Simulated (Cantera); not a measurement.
Feed: 1 mol B, 2.8 mol O2, 21 mol N2, at 1.00 bar.

These are equilibrium values from Cantera (NASA tables, ideal gas, pure condensed phases), not measurements of a reactor. Candidate condensed phases: B, BN, B2O3; 17 gas species. Equilibrium is a limit: real reactors are often held back by kinetics, nucleation or transport.

### Question
Which condensed phases are stable at each of these points (T (K)): 898, 1048, 1198, 1348, 1498, 1648, 1798, 1948, 2098, 2248, 2398?

### Answer
```tsv
T (K)	condensed phases	B condensed (%)
898	B2O3(l)	100.0
1048	B2O3(l)	100.0
1198	B2O3(l)	100.0
1348	B2O3(l)	100.0
1498	B2O3(l)	99.9
1648	B2O3(l)	98.3
1798	B2O3(l)	83.5
1948	gas only	0.0
2098	gas only	0.0
2248	gas only	0.0
2398	gas only	0.0
```

From 898 K to 1798 K the condensed part is B2O3(l). From 1948 K to 2398 K nothing is condensed.
